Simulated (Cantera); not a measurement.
# Transport properties of process gases

Gas mixture: O2 = 0.86 (molar parts), at 0.0267 bar, frozen composition.

Cantera's kinetic-theory transport with the Lennard-Jones parameters of GRI-Mech 3.0, ideal gas; thermal conductivity in the multicomponent form.

| T (K) | ρ (kg/m³) | cp (J/kg/K) | μ (µPa s) | λ (mW/m/K) | Pr | D (cm²/s) O | D (cm²/s) CO2 | D (cm²/s) H2 |
|---|---|---|---|---|---|---|---|---|
| 400 | 0.0257 | 941.4 | 25.6 | 33.9 | 0.712 | 20.7 | 10.0 | 50.0 |
| 500 | 0.0205 | 971.4 | 30.0 | 41.1 | 0.711 | 30.2 | 14.9 | 72.9 |
| 600 | 0.0171 | 1003 | 34.1 | 48.1 | 0.710 | 41.2 | 20.5 | 98.8 |
| 700 | 0.0147 | 1031 | 37.8 | 54.9 | 0.710 | 53.4 | 26.8 | 128 |
| 800 | 0.0128 | 1055 | 41.4 | 61.5 | 0.710 | 66.8 | 33.7 | 160 |
| 900 | 0.0114 | 1074 | 44.7 | 67.7 | 0.709 | 81.3 | 41.2 | 194 |
| 1000 | 0.0103 | 1090 | 47.9 | 73.7 | 0.709 | 96.9 | 49.3 | 231 |
D: mixture-averaged diffusion coefficient of that species in the mixture.
